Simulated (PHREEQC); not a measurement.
Consider water at 25 °C with 0.0015 mol/kgw FeSO4, 0.16 mol/kgw CuCl2, 0.0002 mol/kgw NaF and 0.011 mol/kgw NaCl. Closed to the air; pH follows from the charge balance.

All values are PHREEQC results (ion-association model, phreeqc.dat), not measurements.

Each row changes one thing in this solution. No solid was allowed to form.

```json
[
 {"case": "as made", "pH": "4.19", "ionic strength (mol/kgw)": "0.433", "Cl- (mol/kgw)": "0.300", "CuCl+ (mol/kgw)": "0.0273", "CuCl2 (mol/kgw)": "0.00173", "CuCl3- (mol/kgw)": "2.04e-6", "SI of Halite (NaCl)": "-4.37"},
 {"case": "NaF left out", "pH": "4.18", "ionic strength (mol/kgw)": "0.433", "Cl- (mol/kgw)": "0.300", "CuCl+ (mol/kgw)": "0.0273", "CuCl2 (mol/kgw)": "0.00173", "CuCl3- (mol/kgw)": "2.04e-6", "SI of Halite (NaCl)": "-4.38"},
 {"case": "FeSO4 from 0.0015 to 0.003 mol/kgw", "pH": "4.20", "ionic strength (mol/kgw)": "0.436", "Cl- (mol/kgw)": "0.300", "CuCl+ (mol/kgw)": "0.0271", "CuCl2 (mol/kgw)": "0.00172", "CuCl3- (mol/kgw)": "2.02e-6", "SI of Halite (NaCl)": "-4.37"},
 {"case": "FeSO4 left out", "pH": "4.19", "ionic strength (mol/kgw)": "0.431", "Cl- (mol/kgw)": "0.300", "CuCl+ (mol/kgw)": "0.0275", "CuCl2 (mol/kgw)": "0.00175", "CuCl3- (mol/kgw)": "2.05e-6", "SI of Halite (NaCl)": "-4.37"},
 {"case": "NaCl from 0.011 to 0.11 mol/kgw", "pH": "4.22", "ionic strength (mol/kgw)": "0.520", "Cl- (mol/kgw)": "0.392", "CuCl+ (mol/kgw)": "0.0324", "CuCl2 (mol/kgw)": "0.00253", "CuCl3- (mol/kgw)": "3.98e-6", "SI of Halite (NaCl)": "-3.27"},
 {"case": "FeSO4 from 0.0015 to 0.00225 mol/kgw", "pH": "4.19", "ionic strength (mol/kgw)": "0.435", "Cl- (mol/kgw)": "0.300", "CuCl+ (mol/kgw)": "0.0272", "CuCl2 (mol/kgw)": "0.00173", "CuCl3- (mol/kgw)": "2.03e-6", "SI of Halite (NaCl)": "-4.37"}
]
```

Fluoro complexes past AlF4- and FeF3 are missing from the database.
